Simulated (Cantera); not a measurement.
A freely propagating, adiabatic, planar premixed flame of H2 : O2 : N2 = 1 : 0.2 : 0.78 (molar parts), equivalence ratio 2.5, unburnt at 323 K and 0.987 atm; mixture-averaged transport, grid criteria slope 0.08 and curve 0.16, no radiation.

Computed with Cantera and the H2/O2 subset of GRI-Mech 3.0, which has no nitrogen chemistry. Burning velocities carry a grid error of a few per cent, more on coarse grids.

### Question
Predict: laminar burning velocity; thermal thickness; peak x(O); peak x(HO2); peak x(H2O2).

### Answer
| Quantity | Value |
|---|---|
| laminar burning velocity | 290 cm/s |
| thermal thickness | 0.359 mm |
| peak x(O) | 0.00156 |
| peak x(HO2) | 0.000415 |
| peak x(H2O2) | 7.81e-5 |
